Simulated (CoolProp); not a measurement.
Properties of fluorine along the isobar 7.54 MPa.

The numbers come from the reference Helmholtz-energy equation of state, de Reuck 1990 in CoolProp.

```tsv
T (°C)	phase	Z	expansivity (1/kK)
-208.65	liquid	0.3240	3.666
-201.45	liquid	0.2994	3.815
-194.25	liquid	0.2799	4.045
-187.05	liquid	0.2644	4.348
-179.85	liquid	0.2520	4.724
-172.65	liquid	0.2425	5.187
-165.45	liquid	0.2353	5.773
-158.25	liquid	0.2306	6.557
```
